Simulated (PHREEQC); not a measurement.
A solution holds 28 mmol/kgw HF and 2.4 mmol/kgw KF, at 25 °C. Closed to the air; pH follows from the charge balance.

Equilibrium calculation in PHREEQC: ion-association model, wateq4f.dat.

The pH comes out as 2.52. The ionic strength comes out as 0.00566 mol/kgw. The total alkalinity is -28.0 meq/kg.

```
species  molality  activity   log γ
-------  --------  --------  ------
HF         0.0218    0.0219   0.001
F-        0.00522   0.00481  -0.035
H+        0.00326   0.00303  -0.031
K+        0.00240   0.00221  -0.035
H2F2      0.00124   0.00124   0.001
HF2-     0.000438  0.000403  -0.035
```

No solid was allowed to form. wateq4f.dat counts part of the HF as a dimer, H2F2, which phreeqc.dat doesn't know; its constant is uncertain.
